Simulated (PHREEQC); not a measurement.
Synthetic water in mg/L, 15 °C, pH 2.89, pe 12.4:

```
constituent   mg/L
-----------  -----
Na              96
K              146
Ca             167
Mg            70.8
Cl            40.4
S(6) as SO4   1460
Si as SiO2    3.62
Al           0.193
F              0.6
Zn            6.12
```

Na is adjusted to close the charge balance.
Valence states are taken as typed.

Model: ion-association model, phreeqc.dat, run in PHREEQC.

The ionic strength is 0.0423 mol/kgw. The specific conductance is 2490 µS/cm. The total alkalinity comes out as -2.22 meq/kg.

```json
[
 {"species": "SO4-2", "molality": "0.0117", "activity": "0.00574", "log γ": "-0.311"},
 {"species": "Na+", "molality": "0.0110", "activity": "0.00919", "log γ": "-0.078"},
 {"species": "K+", "molality": "0.00362", "activity": "0.00299", "log γ": "-0.083"},
 {"species": "Ca+2", "molality": "0.00284", "activity": "0.00142", "log γ": "-0.302"},
 {"species": "Mg+2", "molality": "0.00192", "activity": "0.000978", "log γ": "-0.293"},
 {"species": "H+", "molality": "0.00149", "activity": "0.00129", "log γ": "-0.064"},
 {"species": "CaSO4", "molality": "0.00133", "activity": "0.00134", "log γ": "0.004"},
 {"species": "Cl-", "molality": "0.00114", "activity": "0.000945", "log γ": "-0.082"}
]
```

This is a speciation only: nothing precipitates in the calculation. Complexes and solids missing from the database can't appear. SiF6-2 is the database's only silicon fluoride. Fluoro complexes past AlF4- and FeF3 are missing from the database.
